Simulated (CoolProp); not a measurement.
Vapour-liquid equilibrium of n-octane (1) + m-xylene (2) at 489.9 K; x and y are mole fractions of (1).

Computed with CoolProp (multi-fluid Helmholtz-energy mixture model, Beckmüller 2019 and Zhou 2012; pair parameters Bell 2016).

**Question.** Give the bubble pressure and the first vapour's composition at x = 0.35, 0.8, 0.95. Is there an azeotrope?

**Answer.** x = 0.35: 6.355 bar, y = 0.408; x = 0.8: 7.155 bar, y = 0.828; x = 0.95: 7.392 bar, y = 0.957. No azeotrope shows between x = 0.05 and 0.95.

Pair parameters are fitted to limited data, so mixtures are less certain than the pure fluids.
